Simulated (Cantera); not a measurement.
# Premixed flame

A freely propagating, adiabatic, planar premixed flame of 35.8 % CO, 6.09 % H₂, 16.1 % O₂, 41.9 % N₂, equivalence ratio 1.3, unburnt at 425 K and 900 Torr; mixture-averaged transport, grid criteria slope 0.08 and curve 0.16, no radiation.

Cantera simulation using GRI-Mech 3.0 (53 species, 325 reactions); the numbers are that mechanism's predictions, not measurements. Burning velocities carry a grid error of a few per cent, more on coarse grids.

```tsv
z (mm)	T (K)	u (m/s)	x CO	x H₂	x O₂	x OH	x HO₂	x NO
-1.31	425	1.83	0.358	0.0609	0.161	<1e-8	<1e-8	<1e-8
-0.873	425	1.83	0.358	0.0609	0.161	<1e-8	<1e-8	<1e-8
-0.654	425	1.83	0.358	0.0609	0.161	<1e-8	<1e-8	<1e-8
-0.436	425	1.83	0.359	0.0606	0.161	<1e-8	6.67e-8	<1e-8
-0.218	429	1.84	0.360	0.0577	0.162	<1e-8	2.13e-5	<1e-8
-0.109	579	2.46	0.357	0.0482	0.158	0.000216	0.000425	3.56e-8
0	1102	4.59	0.326	0.0263	0.131	0.00146	0.000104	1.12e-6
0.109	1496	6.09	0.267	0.00952	0.0826	0.00465	3.65e-5	6.95e-6
0.218	1715	6.82	0.222	0.00738	0.0561	0.00704	1.82e-5	1.67e-5
0.436	1924	7.50	0.193	0.00811	0.0419	0.00934	1.00e-5	3.50e-5
0.873	2114	8.13	0.184	0.00773	0.0364	0.0106	6.21e-6	6.25e-5
1.75	2292	8.70	0.174	0.00683	0.0306	0.0107	3.73e-6	0.000117
3.49	2447	9.18	0.162	0.00591	0.0242	0.0100	2.57e-6	0.000259
```
x: mole fraction of selected species; z is measured from the peak of heat release.

| Item | Result |
|---|---|
| laminar burning velocity | 183 cm/s |
| thermal thickness | 0.436 mm |
| peak x(OH) | 0.0108 |
| peak x(HO₂) | 0.000437 |
| grid points | 134 |
